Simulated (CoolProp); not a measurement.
A single-stage vapour-compression cycle with ethane: evaporating at 272.15 K (dew point), condensing at 296.15 K (bubble point), superheat 2 K, subcooling 0 K, compressor efficiency 0.75, no pressure losses. Each further row changes one setting.

Model: reference Helmholtz-energy equation of state, Bücker 2006, in CoolProp.

```csv
case,cooling COP,pressure ratio,discharge temperature (K),refrigerating effect (kJ/kg),volumetric capacity (kJ/m³)
as stated,5.46,1.72,312.0,214,9370
evaporating temperature 277.15 K,7.17,1.53,309.0,214,10800
condensing temperature 291.15 K,7.59,1.55,304.3,238,10400
subcooling 5 K,6.16,1.72,312.0,242,10600
superheat 12 K,5.52,1.72,322.2,241,9510
compressor efficiency 0.65,4.73,1.72,313.9,214,9370
```
